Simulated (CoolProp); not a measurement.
Values from CoolProp's reference Helmholtz-energy equation of state, Lemmon 2013.

Q: For propylene, give the phase and the cp (kJ/(kg K)), cv (kJ/(kg K)), expansivity (1/kK) at 361.4 K and 15.9 bar; 512.5 K and 15.9 bar.

A: 
- 361.4 K and 15.9 bar: gas; cp 1.99, cv 1.63, expansivity 4.36
- 512.5 K and 15.9 bar: gas; cp 2.36, cv 2.11, expansivity 2.25
